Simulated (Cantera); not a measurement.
Cantera run:

```python
import numpy as np
import cantera as ct

gas_names = """
    Electron C C+ C- CN CN+ CN- CO CO+ CO2 CO2+ C2 C2+ C2- CCN CNC C2N2 C2O C3 C3O2 C4 C4N2 C5 N N+ N-
    NCO NO NO+ NO2 NO2- NO3 NO3- N2 N2+ N2- N2O N2O+ O O+ O- O2 O2+ O2- O3 Si Si+ SiC SiC2 SiN SiO SiO2
    Si2 Si2C Si2N Si3
""".split()
cond_names = """
    C(gr) Si(cr) Si(L) SiC(b) SiO2(Lqz) SiO2(hqz) SiO2(L) Si2N2O(s) Si3N4(a)
""".split()


def load(file, names, dense=False):
    # The tables refer to 1 bar. Condensed volumes are neglected.
    table = {s.name: s for s in ct.Species.list_from_file(file)}
    out = []
    for n in names:
        d = dict(table[n].input_data)
        d["thermo"] = dict(d["thermo"], **{"reference-pressure": 1e5})
        if dense:
            d["equation-of-state"] = {"model": "constant-volume", "density": "1e6 g/cm^3"}
        out.append(ct.Species.from_dict(d))
    return out


gas = ct.Solution(thermo="ideal-gas", species=load("nasa_gas.yaml", gas_names))
cond = {s.name: ct.Solution(thermo="fixed-stoichiometry", species=[s], name=s.name)
        for s in load("nasa_condensed.yaml", cond_names, dense=True)}
atoms = {
    'SiO2': {'Si': 1, 'O': 2},
    'C': {'C': 1},
    'N2': {'N': 2},
    'Si': {'Si': 1},
}
top_T = {'C(gr)': 4500, 'SiC(b)': 3050, 'Si2N2O(s)': 2100, 'Si3N4(a)': 2400}  # K; cautious upper limits of use, not melting points


def equilibrate(T, P, feed):
    n = {}
    for name, mol in feed.items():
        for a, k in atoms[name].items():
            n[a] = n.get(a, 0.0) + k * mol
    gas.TPX = T, P, n
    mass = sum(n.values()) * gas.mean_molecular_weight
    gas.equilibrate("TP")
    valid = [c for c in cond.values() if c.min_temp <= T <= top_T.get(c.name, c.max_temp)]
    mix = ct.Mixture([(gas, mass / gas.mean_molecular_weight)] + [(c, 0.0) for c in valid])
    mix.T, mix.P = T, P
    mix.equilibrate("TP", solver="vcs", rtol=1e-11, max_steps=5000)
    return mix


results = []
feed = {'SiO2': 1, 'C': 0.32, 'N2': 5.4, 'Si': 0.12}  # mol
P = 1333.22  # Pa
for T in [3000, 3250, 3500, 3750, 4000, 4250, 4500, 4750, 5000]:
    mix = equilibrate(T, P, feed)
    results.append((T, P, feed, dict(zip(mix.species_names, mix.species_moles))))

top = {s: max(r[3][s] / sum(r[3][g] for g in gas_names) for r in results) for s in gas_names}
cols = sorted((s for s in top if top[s] > 0.001), key=lambda s: -top[s])[:5]
seen = [c for c in cond_names if any(r[3].get(c, 0) > 1e-12 for r in results)]
print("log10 of partial pressures in bar; condensed amounts in mol")
print(f"{'T/K':>10s}" + "".join(f"{s[:9]:>10s}" for s in cols + seen))
for T, P, feed, n in results:
    ng = sum(n[g] for g in gas_names)
    print(f"{T:10.4g}" + "".join(f"{np.log10(max(n[s] / ng * P / 1e5, 1e-99)):10.3f}" for s in cols)
          + "".join(f"{n.get(c, 0):10.4g}" for c in seen))
```

Output:

```
log10 of partial pressures in bar; condensed amounts in mol
       T/K        N2         N         O       SiO        Si
      3000    -2.010    -5.861    -3.089    -2.692    -6.755
      3250    -2.012    -5.216    -3.033    -2.694    -5.718
      3500    -2.013    -4.661    -3.010    -2.699    -4.805
      3750    -2.018    -4.182    -2.975    -2.719    -4.044
      4000    -2.030    -3.766    -2.891    -2.790    -3.482
      4250    -2.054    -3.405    -2.777    -2.953    -3.126
      4500    -2.089    -3.090    -2.687    -3.233    -2.933
      4750    -2.136    -2.816    -2.645    -3.620    -2.856
      5000    -2.201    -2.580    -2.640    -4.064    -2.850
```

Equilibrium computed with Cantera from the NASA thermochemical tables; the gas is ideal and each condensed phase is pure. The tables' values for SiO2, SiN are old estimates; treat these amounts as uncertain.
